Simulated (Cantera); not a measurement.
A closed system holds: 1 mol C3H8, 0.14 mol NH3, 1.5 mol H2, held at 75.0 Torr.

Cantera equilibrium calculation (NASA polynomials, part measured and part estimated; ideal gas, pure solids and liquids). Candidate condensed phases: C, C6H6, C7H8, C8H18; 92 gas species. Kinetics and transport are ignored. All values below are at 1275 K.

Base state: H2 0.987, N2 0.0121, CH4 0.000903, HCN 1.78e-5 (mole fractions); condensed: C(graphite).

**Question.** What changes in the equilibrium state with this change: NH3 from 0.14 to 0.043 mol?

**Answer.** 
```tsv
species	before	after
H2	0.987	0.995
N2	0.0121	0.00385
CH4	0.000903	0.000918
HCN	1.78e-5	1.01e-5
C(graphite), mol	2.99	2.99
```
